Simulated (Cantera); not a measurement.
**Catalytic stagnation flow on Pt**

A jet of CH₄ : O₂ : N₂ = 0.021 : 0.054 : 0.79 (molar parts), equivalence ratio 0.78 at 300 K and 9500 Pa hits a platinum plate 5.3 cm away at a mass flux of 0.023 kg/m²/s; the plate temperature is set and raised in steps from an oxygen-covered start.

Model: Deutschmann's 1995 Pt surface mechanism with GRI-Mech 3.0 gas chemistry, integrated in Cantera. Catalytic surfaces can have several steady states; this one follows from the mechanism file's or the stated starting coverage.

```csv
plate T (K),wall x CH₄,wall x O₂,wall x H₂O,wall x OH,wall x CO,wall x CO₂,θ free Pt,θ O*,θ OH*
850,0.0140,0.0406,0.0193,<1e-8,4.34e-6,0.0126,0.184,0.814,0.00138
900,0.00902,0.0301,0.0285,2.87e-8,4.13e-6,0.0186,0.268,0.730,0.00153
950,0.00588,0.0235,0.0342,8.34e-8,3.85e-6,0.0224,0.356,0.643,0.00148
1000,0.00408,0.0197,0.0375,2.12e-7,3.73e-6,0.0246,0.440,0.558,0.00133
1050,0.00303,0.0175,0.0393,4.88e-7,3.82e-6,0.0259,0.520,0.479,0.00116
1100,0.00237,0.0162,0.0405,1.03e-6,4.08e-6,0.0266,0.593,0.406,0.000997
1150,0.00195,0.0154,0.0411,2.00e-6,4.56e-6,0.0271,0.660,0.340,0.000843
1200,0.00166,0.0148,0.0415,3.64e-6,5.29e-6,0.0273,0.719,0.281,0.000706
```
x: mole fraction at the wall; θ: surface coverage.
